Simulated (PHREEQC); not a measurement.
Alkaline etch or developer

A solution holds 0.0013 mol NH3, 8e-05 mol H3BO3 and 0.0042 mol K3PO4 per kg of water, at 25 °C. Closed to the air; pH follows from the charge balance.

Model: ion-association model, phreeqc.dat, run in PHREEQC.

Each row changes one thing in this solution. This is a speciation only: nothing precipitates in the calculation.

```
case                                               pH  ionic strength (mol/kgw)  HPO4-2 (mol/kgw)  PO4-3 (mol/kgw)  NH4+ (mol/kgw)  H3BO3 (mol/kgw)
----------------------------------------------  -----  ------------------------  ----------------  ---------------  --------------  ---------------
as made                                         11.45                    0.0184           0.00331         0.000846         9.28e-6          4.26e-7
K3PO4 replaced by Na2HPO4 at the same molality    ___                    0.0128           0.00412          3.39e-5        0.000214          1.06e-5
NH3 replaced by (NH4)2CO3 at the same molality    ___                    0.0187           0.00376         0.000389         4.56e-5          1.05e-6
diluted 10-fold with water                        ___                   0.00170          0.000410          9.00e-6         5.91e-6          3.29e-7
NH3 replaced by NH4HS at the same molality        ___                    0.0180           0.00355         0.000601         1.38e-5          6.37e-7
```

Q: Complete the blanks.

A: 
- K3PO4 replaced by Na2HPO4 at the same molality, pH: 10.01
- NH3 replaced by (NH4)2CO3 at the same molality, pH: 11.06
- diluted 10-fold with water, pH: 10.59
- NH3 replaced by NH4HS at the same molality, pH: 11.28
